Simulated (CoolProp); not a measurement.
The numbers come from the reference Helmholtz-energy equation of state, McLinden 2015 in CoolProp.

Problem. For the fluoroketone C6F12O (FK-5-1-12), give the phase and the Z, speed of sound (m/s), isothermal compressibility (1/MPa), expansivity (1/kK) at 408.9 K and 8160 kPa; 429.2 K and 8160 kPa; 459.6 K and 8160 kPa.

Solution. 
- 408.9 K and 8160 kPa: liquid; Z 0.577, speed of sound 309, isothermal compressibility 0.00968, expansivity 2.53
- 429.2 K and 8160 kPa: liquid; Z 0.581, speed of sound 271, isothermal compressibility 0.0132, expansivity 2.84
- 459.6 K and 8160 kPa: supercritical; Z 0.596, speed of sound 222, isothermal compressibility 0.0217, expansivity 3.43
